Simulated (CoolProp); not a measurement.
Normal hydrogen at 269.97 K and 1.61 MPa is throttled through a valve to 0.86 MPa with no heat exchange. Each further row changes one setting.

Model: reference Helmholtz-energy equation of state, Leachman 2009, in CoolProp.

```json
[
 {"case": "as stated", "temperature change (K)": "[?]", "final density (kg/m³)": "[?]"},
 {"case": "outlet pressure 0.258 MPa", "temperature change (K)": "+0.3", "final density (kg/m³)": "[?]"},
 {"case": "outlet pressure 1.12 MPa", "temperature change (K)": "[?]", "final density (kg/m³)": "[?]"}
]
```

Problem. Complete the blanks.

Solution. 
- as stated, temperature change (K): +0.2
- as stated, final density (kg/m³): 0.768
- outlet pressure 0.258 MPa, final density (kg/m³): 0.231
- outlet pressure 1.12 MPa, temperature change (K): +0.1
- outlet pressure 1.12 MPa, final density (kg/m³): 0.998
